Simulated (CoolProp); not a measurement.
Properties of R11 along the isobar 115 kPa (Tc = 471.1 K, pc = 4408 kPa, ω = 0.189).

Computed with CoolProp (reference Helmholtz-energy equation of state, Jacobsen 1992).

| T (K) | phase | cv (kJ/(kg K)) | viscosity (µPa s) | fugacity coefficient |
|---|---|---|---|---|
| 302.2 | gas | ? | 10.3 | 0.9631 |
| 322 | gas | 0.5430 | 11.0 | 0.9706 |
| 341.8 | gas | 0.5518 | 11.7 | 0.9759 |
| 361.5 | gas | ? | 12.4 | 0.9798 |
| 381.3 | gas | 0.5721 | 13.1 | 0.9829 |
| 401.1 | gas | 0.5820 | 13.9 | 0.9854 |
| 420.9 | gas | 0.5915 | 14.6 | 0.9875 |
| 440.7 | gas | 0.6004 | 15.3 | 0.9892 |
| 460.4 | gas | ? | 15.9 | 0.9906 |
| 480.2 | gas | ? | 16.6 | 0.9918 |
| 500 | gas | 0.6236 | 17.3 | 0.9928 |

Fill in the missing entries.


- 302.2, cv (kJ/(kg K)): 0.5374
- 361.5, cv (kJ/(kg K)): 0.5618
- 460.4, cv (kJ/(kg K)): 0.6087
- 480.2, cv (kJ/(kg K)): 0.6164

Viscosity comes from a separate model (Klein 1997), an estimate that may be off by 10 % or more.
